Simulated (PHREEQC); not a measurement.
A solution holds 0.0093 mol/kgw KH2PO4 and 3.5e-05 mol/kgw Na2B4O7, at 80 °C. Closed to the air; pH follows from the charge balance.

Equilibrium calculation in PHREEQC: ion-association model, wateq4f.dat.

Task: The ionic strength comes out as 0.00948 mol/kgw. What activity coefficients do H2PO4-, KHPO4-, Na+, HPO4-2, H+ get?

Result: H2PO4- 0.90, KHPO4- 0.90, Na+ 0.90, HPO4-2 0.64, H+ 0.91.

No solid was allowed to form. Complexes and solids missing from the database can't appear. H3PO4, which wateq4f.dat lacks, is added to it with the constant of phreeqc.dat. Away from 25 °C the constants follow the database's enthalpies or fits; those with neither stay at their 25 °C values.
